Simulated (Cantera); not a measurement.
What does this Cantera script print?

```python
import numpy as np
import cantera as ct

gas_names = """
    CL CL2 H HCL H2 Si SiCL SiCL2 SiCL3 SiCL4 SiH SiHCL3 SiH2 SiH2CL2 SiH3 SiH3CL SiH4 Si2 Si3
""".split()
cond_names = """
    Si(cr) Si(L)
""".split()


# ... load() reads the species with a 1 bar reference pressure and builds the phases ...
atoms = {
    'Si2Cl6': {'Si': 2, 'CL': 6},
    'Cl2': {'CL': 2},
    'H2': {'H': 2},
}
top_T = {}  # K; cautious upper limits of use, not melting points


# ... equilibrate(T, P, feed) seeds the gas with the atoms and calls Mixture.equilibrate('TP', solver="vcs", rtol=1e-11, max_steps=5000) ...
results = []
feed = {'Si2Cl6': 1, 'Cl2': 0.96, 'H2': 88}  # mol
T = 1600  # K
for P in [100, 350, 1300, 4500, 16000, 56000, 200000]:
    mix = equilibrate(T, P, feed)
    results.append((T, P, feed, dict(zip(mix.species_names, mix.species_moles))))

top = {s: max(r[3][s] / sum(r[3][g] for g in gas_names) for r in results) for s in gas_names}
cols = sorted((s for s in top if top[s] > 0.0001), key=lambda s: -top[s])[:7]
seen = [c for c in cond_names if any(r[3].get(c, 0) > 1e-12 for r in results)]
print("log10 of partial pressures in bar; condensed amounts in mol")
print(f"{'P/Pa':>10s}" + "".join(f"{s[:9]:>10s}" for s in cols + seen))
for T, P, feed, n in results:
    ng = sum(n[g] for g in gas_names)
    print(f"{P:10.4g}" + "".join(f"{np.log10(max(n[s] / ng * P / 1e5, 1e-99)):10.3f}" for s in cols)
          + "".join(f"{n.get(c, 0):10.4g}" for c in seen))
```

Output:

```
log10 of partial pressures in bar; condensed amounts in mol
      P/Pa        H2       HCL     SiCL2         H     SiCL3    SiHCL3     SiCL4    Si(cr)
       100    -3.034    -4.226    -4.881    -5.781    -7.454    -9.285    -9.637    0.7689
       350    -2.489    -3.682    -4.337    -5.509    -6.639    -8.197    -8.549    0.7762
      1300    -1.919    -3.112    -3.768    -5.224    -5.786    -7.059    -7.412    0.7772
      4500    -1.380    -2.574    -3.232    -4.954    -4.981    -5.985    -6.339    0.7745
   1.6e+04    -0.828    -2.027    -2.688    -4.679    -4.165    -4.893    -5.251    0.7667
   5.6e+04    -0.284    -1.490    -2.160    -4.407    -3.373    -3.829    -4.195     0.748
     2e+05     0.270    -0.956    -1.645    -4.130    -2.601    -2.780    -3.165    0.7021
```

These are equilibrium values from Cantera (NASA tables, ideal gas, pure condensed phases), not measurements of a reactor. The feed counts by its element totals alone. The tables' values for SiCl3, SiCl are old estimates; treat these amounts as uncertain.
